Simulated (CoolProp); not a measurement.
Vapour-liquid equilibrium of R22 (1) + n-hexane (2) at 330.1 K; x and y are mole fractions of (1).

Values from CoolProp's multi-fluid Helmholtz-energy mixture model, Kamei 1995 and Thol 2019; pair parameters Bell 2016.

```tsv
x	bubble pressure, mixture model (bar)	bubble pressure, Raoult's law (bar)	y, mixture model	y, Raoult's law
0.05	2.004	1.790	0.656	0.634
0.2	5.806	5.094	0.884	0.892
0.35	9.169	8.397	0.930	0.947
0.5	12.08	11.70	0.950	0.971
0.65	14.79	15.00	0.964	0.984
0.8	17.67	18.31	0.977	0.992
0.95	21.25	21.61	0.993	0.998
```

The largest gap from Raoult's law is +14.0 % in bubble pressure, at x = 0.2. No azeotrope shows between x = 0.05 and 0.95.

The pair parameters rest on a limited set of measurements; away from them the model extrapolates. The gap from Raoult's law changes sign with composition, which may be real or a fault of the pair parameters; it wasn't checked against measurements.
